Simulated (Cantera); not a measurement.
What does this Cantera script print?

```python
import numpy as np
import cantera as ct

gas_names = """
    AL ALN AL2 N N2
""".split()
cond_names = """
    AL(cr) AL(L) ALN(s)
""".split()


# ... load() reads the species with a 1 bar reference pressure and builds the phases ...
atoms = {
    'AlN': {'AL': 1, 'N': 1},
    'N2': {'N': 2},
}
top_T = {'ALN(s)': 2750}  # K; cautious upper limits of use, not melting points


# ... equilibrate(T, P, feed) seeds the gas with the atoms and calls Mixture.equilibrate('TP', solver="vcs", rtol=1e-11, max_steps=5000) ...
results = []
feed = {'AlN': 1, 'N2': 0.01}  # mol
P = 10000  # Pa
for T in [1573, 1723, 1873, 2023, 2173, 2323, 2473, 2623, 2773, 2923, 3073]:
    mix = equilibrate(T, P, feed)
    results.append((T, P, feed, dict(zip(mix.species_names, mix.species_moles))))

top = {s: max(r[3][s] / sum(r[3][g] for g in gas_names) for r in results) for s in gas_names}
cols = sorted((s for s in top if top[s] > 0.001), key=lambda s: -top[s])[:5]
seen = [c for c in cond_names if any(r[3].get(c, 0) > 1e-12 for r in results)]
print("log10 of partial pressures in bar; condensed amounts in mol")
print(f"{'T/K':>10s}" + "".join(f"{s[:9]:>10s}" for s in cols + seen))
for T, P, feed, n in results:
    ng = sum(n[g] for g in gas_names)
    print(f"{T:10.4g}" + "".join(f"{np.log10(max(n[s] / ng * P / 1e5, 1e-99)):10.3f}" for s in cols)
          + "".join(f"{n.get(c, 0):10.4g}" for c in seen))
```

Output:

```
log10 of partial pressures in bar; condensed amounts in mol
       T/K        N2        AL       AL2    ALN(s)
      1573    -1.000    -8.680   -16.649         1
      1723    -1.000    -6.844   -13.476         1
      1873    -1.000    -5.306   -10.821         1
      2023    -1.000    -4.000    -8.568         1
      2173    -1.006    -2.876    -6.627    0.9999
      2323    -1.063    -1.873    -4.891    0.9983
      2473    -1.471    -1.181    -3.744         0
      2623    -1.471    -1.180    -3.952         0
      2773    -1.471    -1.180    -4.139         0
      2923    -1.471    -1.179    -4.307         0
      3073    -1.471    -1.179    -4.459         0
```

These are equilibrium values from Cantera (NASA tables, ideal gas, pure condensed phases), not measurements of a reactor.
